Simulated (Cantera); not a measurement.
An adiabatic, constant-pressure homogeneous reactor starts with CH3OH : O2 : N2 : H2O = 1 : 2.34 : 8.81 : 0.33 (molar parts), at 1398 K and 10.0 bar. Integrator tolerance rtol = 1e-08.

Model: GRI-Mech 3.0 (53 species, 325 reactions), integrated in Cantera. GRI-Mech 3.0 was tuned for natural gas; its chemistry of methanol as a main component is partial and can be far from experiment.

Problem. What does this change do: N2 8.81 to 18 parts?

Solution. 
```csv
quantity,before,after
time of steepest temperature rise,97.8 µs,0.130 ms
temperature at 1.00 s,2559 K,2173 K
equilibrium temperature,2559 K,2173 K
x(CH3OH) at 1.00 s,<1e-12 (gas-phase equilibrium <1e-12),<1e-12 (gas-phase equilibrium <1e-12)
x(O2) at 1.00 s,0.0584 (gas-phase equilibrium 0.0584),0.0352 (gas-phase equilibrium 0.0352)
x(H2O) at 1.00 s,0.172 (gas-phase equilibrium 0.172),0.104 (gas-phase equilibrium 0.104)
x(CH2O) at 1.00 s,3.36e-11 (gas-phase equilibrium 3.36e-11),<1e-12 (gas-phase equilibrium <1e-12)
x(NO) at 1.00 s,0.0124 (gas-phase equilibrium 0.0124),0.00494 (gas-phase equilibrium 0.00494)
```

Problem. What does this change do: initial temperature 1398 to 1148 K?

Solution. 
| quantity | before | after |
|---|---|---|
| time of steepest temperature rise | 97.8 µs | 3.92 ms |
| temperature at 1.00 s | 2559 K | 2385 K |
| equilibrium temperature | 2559 K | 2385 K |
| x(CH3OH) at 1.00 s | <1e-12 (gas-phase equilibrium <1e-12) | <1e-12 (gas-phase equilibrium <1e-12) |
| x(O2) at 1.00 s | 0.0584 (gas-phase equilibrium 0.0584) | 0.0596 (gas-phase equilibrium 0.0596) |
| x(H2O) at 1.00 s | 0.172 (gas-phase equilibrium 0.172) | 0.175 (gas-phase equilibrium 0.175) |
| x(CH2O) at 1.00 s | 3.36e-11 (gas-phase equilibrium 3.36e-11) | 5.77e-12 (gas-phase equilibrium 5.77e-12) |
| x(NO) at 1.00 s | 0.0124 (gas-phase equilibrium 0.0124) | 0.00919 (gas-phase equilibrium 0.00919) |
